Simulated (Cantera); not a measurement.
Charge: 1 mol SiH2Cl2, 0.0081 mol C3H8, 9.4 mol H2, equilibrated at 0.0500 bar.

Cantera equilibrium calculation (NASA polynomials, part measured and part estimated; ideal gas, pure solids and liquids). Candidate condensed phases: C, C6H6, C7H8, C8H18, Si, SiC; 109 gas species. Mutual solubility and eutectic melting of coexisting phases are not modelled. The tables' values for SiCl3, SiCl are old estimates; treat these amounts as uncertain. Gases not in the tables: Si2H6 and higher silanes. Equilibrium is a limit: real reactors are often held back by kinetics, nucleation or transport.

x: gas mole fraction; n: condensed amount in mol.

```tsv
T (K)	x H2	x HCl	x SiCl2	x SiCl4	n Si(s)	n SiC(s)	n Si(l)
1148	0.912	0.0493	0.00585	0.0212	0.547	0.0243	0
1223	0.895	0.0684	0.0127	0.0135	0.566	0.0243	0
1298	0.880	0.0841	0.0214	0.00653	0.569	0.0243	0
1373	0.871	0.0929	(withheld)	(withheld)	0.562	0.0243	0
1448	0.867	0.0963	0.0329	0.000804	0.552	0.0243	0
1523	0.865	0.0969	0.0355	0.000267	0.544	0.0243	0
1598	0.865	0.0965	0.0371	(withheld)	0.535	0.0243	0
1673	0.865	0.0957	0.0382	3.59e-5	0.528	0.0243	0
1748	0.863	0.0983	0.0373	1.52e-5	0	0.0243	0.541
```

**Question.** Complete the blanks.

**Answer.** 
- 1598, x SiCl4: 9.42e-5
- 1373, x SiCl2: 0.0285
- 1373, x SiCl4: 0.00244
